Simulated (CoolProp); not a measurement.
Vapour-liquid equilibrium of CHF3 (R23) (1) + R134a (2) at 214.5 K; x and y are mole fractions of (1).

Values from CoolProp's multi-fluid Helmholtz-energy mixture model, Penoncello 2003 and Tillner-Roth 1994; pair parameters Bell 2016.

Question: Give the bubble pressure and the first vapour's composition at x = 0.5, 0.575, 0.875. Is there an azeotrope?

Answer: x = 0.5: 0.1659 MPa, y = 0.942; x = 0.575: 0.1896 MPa, y = 0.957; x = 0.875: 0.2886 MPa, y = 0.991. No azeotrope shows between x = 0.05 and 0.95.

Pair parameters are fitted to limited data, so mixtures are less certain than the pure fluids.
